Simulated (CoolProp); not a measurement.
Vapour-liquid equilibrium of R125 (1) + cyclopropane (2) at 0.995 MPa; x and y are mole fractions of (1).

Computed with CoolProp (multi-fluid Helmholtz-energy mixture model, Lemmon 2005 and Polt 1992; pair parameters Bell 2016). This equation is an older, rougher fit; its heat capacities, sound speeds and derivatives of the liquid may be far off and weren't checked against measurements.

Q: Give the bubble temperature and the first vapour's composition at x = 0.2, 0.35, 0.5. Is there an azeotrope?

A: x = 0.2: 292.8 K, y = 0.433; x = 0.35: 288.5 K, y = 0.544; x = 0.5: 286.3 K, y = 0.620. y crosses x between x = 0.725 and 0.8: the model has an azeotrope there.

The pair parameters rest on a limited set of measurements; away from them the model extrapolates.
